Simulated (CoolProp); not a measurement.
Model: reference Helmholtz-energy equation of state, Tillner-Roth 1997, in CoolProp.

Problem. For CH2F2 (R32), give the phase and the Joule-Thomson coefficient (K/MPa), Prandtl number, fugacity coefficient at 203.7 K and 400 bar.

Solution. 
- 203.7 K and 400 bar: liquid; Joule-Thomson coefficient -0.334, Prandtl number 3.60, fugacity coefficient 0.00237

Viscosity comes from a separate model (Bell 2016), an estimate that may be off by 10 % or more. Thermal conductivity comes from a separate model (Huber 2003), an estimate that may be off by 10 % or more.
